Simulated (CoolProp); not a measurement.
Vapour-liquid equilibrium of hexamethyldisiloxane (MM) (1) + toluene (2) at 104.05 °C; x and y are mole fractions of (1).

Values from CoolProp's multi-fluid Helmholtz-energy mixture model, Thol 2016 and Lemmon 2006; pair parameters Bell 2016.

```tsv
x	bubble pressure, mixture model (MPa)	bubble pressure, Raoult's law (MPa)	y, mixture model	y, Raoult's law
0.05	0.08644	0.08524	?	0.066
0.15	0.09135	0.08807	0.215	0.191
0.25	0.09574	0.09091	0.333	0.308
0.35	0.09960	0.09374	0.436	0.419
0.45	0.1029	0.09658	0.529	0.523
0.55	?	0.09941	0.615	0.621
0.65	0.1081	0.1022	?	0.713
0.75	?	0.1051	?	0.801
0.85	0.1113	0.1079	0.862	0.883
0.95	0.1120	0.1107	0.952	0.962
```

Problem. Some entries are withheld; supply them.

Solution. 
- 0.05, y, mixture model: 0.077
- 0.55, bubble pressure, mixture model (MPa): 0.1058
- 0.65, y, mixture model: 0.697
- 0.75, bubble pressure, mixture model (MPa): 0.1099
- 0.75, y, mixture model: 0.778

The largest gap from Raoult's law is +6.5 % in bubble pressure, at x = 0.45. No azeotrope shows between x = 0.05 and 0.95.

Pair parameters are fitted to limited data, so mixtures are less certain than the pure fluids.
